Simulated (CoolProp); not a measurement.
Values from CoolProp's reference Helmholtz-energy equation of state, Smukala 2000.

Task: Give the vapour pressure (kPa), liquid density (kg/m³), vapour density (kg/m³), liquid cp (kJ/(kg K)) of saturated ethylene at 201.1 K.

Result: 
| T (K) | p (kPa) | liquid density (kg/m³) | vapour density (kg/m³) | liquid cp (kJ/(kg K)) |
|---|---|---|---|---|
| 201.1 | 476 | 519 | 8.86 | 2.54 |
